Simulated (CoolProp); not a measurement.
Saturated liquid density (kg/m³) of toluene: the reference equation beside estimates from Tc = 318.6 °C, pc = 4.126 MPa, ω = 0.266.

Values from CoolProp's reference Helmholtz-energy equation of state, Lemmon 2006. It is a short technical equation, of lower accuracy than the large ones.

| T (°C) | reference | van der Waals | Redlich-Kwong | Soave-Redlich-Kwong |
|---|---|---|---|---|
| 167.85 | 716.5 | 422.9 | 607.0 | 635.5 |
| 177.25 | 705.2 | 416.1 | 594.8 | 623.6 |
| 186.65 | 693.6 | 409.0 | 582.1 | 611.0 |
| 196.15 | 681.4 | 401.6 | 568.7 | 597.7 |
| 205.55 | 668.8 | 393.9 | 554.9 | 583.9 |
| 214.95 | 655.7 | 385.9 | 540.5 | 569.2 |
| 224.45 | 641.8 | 377.4 | 525.2 | 553.5 |
| 233.85 | 627.2 | 368.5 | 509.2 | 537.0 |
| 243.25 | 611.7 | 359.2 | 492.4 | 519.4 |
| 252.75 | 594.9 | 349.1 | 474.2 | 500.3 |
| 262.15 | 576.9 | 338.3 | 455.0 | 479.8 |
| 271.65 | 556.8 | 326.5 | 434.0 | 457.1 |

Absolute difference from the reference over all 12 rows, mean and median: van der Waals 41.2 and 41.2 %, Redlich-Kwong 18.2 and 17.9 %, Soave-Redlich-Kwong 13.9 and 13.5 %.
